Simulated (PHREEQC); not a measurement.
A column of 1 m (30 cells, dispersivity 0.035 m, 720 s a shift, diffusion coefficient 3e-10 m²/s) holds 0.1 eq of the database's cation exchanger X per kg of pore water, first in equilibrium with 0.38 mmol/kgw ZnCl2, 1.5 mmol/kgw MgCl2 and 0.01 mmol/kgw HCl. It is flushed with 0.073 mol CdCl2, 0.00043 mol MgSO4 and 1e-05 mol HCl per kg of water, at 40 °C. Values are for the last cell. No CO2 enters from the air. No solid was allowed to form.

Base run: PHREEQC, ion-association model, phreeqc.dat. Each further column changes one thing. The table gives Zn in solution (mol/kgw).

| pore volumes | base | exchange capacity from 0.1 to 0.05 eq/kgw | dispersivity from 0.035 to 0.07 m |
|---|---|---|---|
| 0 | 0.000380 | 0.000380 | 0.000380 |
| 0.4167 | 0.000386 | 0.000386 | 0.000531 |
| 0.6833 | 0.00177 | 0.00177 | 0.00327 |
| 1.083 | 0.00799 | 0.00570 | 0.00680 |
| 1.483 | 0.00676 | 0.00396 | 0.00580 |
| 1.883 | 0.00475 | 0.00229 | 0.00435 |
| 2.15 | 0.00376 | 0.00155 | 0.00355 |
| 2.55 | 0.00268 | 0.000828 | 0.00263 |
| 2.95 | 0.00191 | 0.000420 | 0.00196 |
| 3.35 | 0.00135 | 0.000201 | 0.00145 |
| 3.617 | 0.00106 | 0.000119 | 0.00119 |
| 4.017 | 0.000721 | 5.25e-5 | 0.000881 |

At this temperature some constants are extrapolated from 25 °C, and those without enthalpy data are left unchanged.
